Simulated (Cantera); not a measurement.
A freely propagating, adiabatic, planar premixed flame of CO : H2 : CH4 : O2 : N2 = 1 : 0.33 : 1.4 : 2.31 : 8.69 (molar parts), equivalence ratio 1.5, unburnt at 448 K and 2250 Torr; mixture-averaged transport, grid criteria slope 0.08 and curve 0.16, no radiation.

Detailed kinetics in Cantera: GRI-Mech 3.0 (53 species, 325 reactions). Burning velocities carry a grid error of a few per cent, more on coarse grids.

x: mole fraction of selected species; z is measured from the peak of heat release.

| z (mm) | T (K) | u (m/s) | x CO | x H2 | x CH4 | x NO | x H2O2 | x C2H2 |
|---|---|---|---|---|---|---|---|---|
| -0.871 | 449 | 0.275 | 0.0727 | 0.0255 | 0.102 | <1e-8 | 4.53e-8 | 3.34e-8 |
| -0.581 | 456 | 0.280 | 0.0726 | 0.0281 | 0.101 | <1e-8 | 6.41e-7 | 6.56e-7 |
| -0.436 | 479 | 0.295 | 0.0726 | 0.0311 | 0.0995 | 2.01e-8 | 2.78e-6 | 3.59e-6 |
| -0.290 | 606 | 0.377 | 0.0741 | 0.0366 | 0.0918 | 2.35e-7 | 1.57e-5 | 3.30e-5 |
| -0.145 | 1086 | 0.685 | 0.0850 | 0.0441 | 0.0618 | 3.76e-6 | 3.82e-5 | 0.000253 |
| -0.0726 | (withheld) | 0.942 | (withheld) | 0.0480 | (withheld) | (withheld) | (withheld) | (withheld) |
| 0 | 1839 | 1.18 | 0.109 | 0.0506 | 0.0109 | 1.52e-5 | 1.48e-6 | 0.00122 |
| 0.0726 | 2008 | 1.28 | 0.112 | 0.0516 | 0.00228 | 2.49e-5 | 3.79e-7 | 0.00103 |
| 0.145 | 2060 | 1.31 | 0.109 | 0.0529 | 0.000635 | 3.44e-5 | 9.69e-8 | 0.000567 |
| 0.290 | 2085 | 1.33 | 0.107 | 0.0551 | (withheld) | (withheld) | (withheld) | (withheld) |
| 0.581 | 2095 | 1.33 | 0.106 | 0.0563 | 2.43e-5 | 5.74e-5 | <1e-8 | 5.63e-5 |
| 1.16 | 2099 | 1.33 | 0.106 | 0.0567 | 5.38e-6 | 6.61e-5 | <1e-8 | 1.24e-5 |
| 2.32 | 2102 | 1.34 | 0.106 | 0.0568 | 1.06e-6 | 7.22e-5 | <1e-8 | 1.95e-6 |

Fill in the missing entries.


- -0.0726, T (K): 1481
- -0.0726, x CO: 0.0974
- -0.0726, x CH4: 0.0350
- -0.0726, x NO: 8.48e-6
- -0.0726, x H2O2: 8.25e-6
- -0.0726, x C2H2: 0.000586
- 0.290, x CH4: 0.000128
- 0.290, x NO: 4.64e-5
- 0.290, x H2O2: 1.64e-8
- 0.290, x C2H2: 0.000208
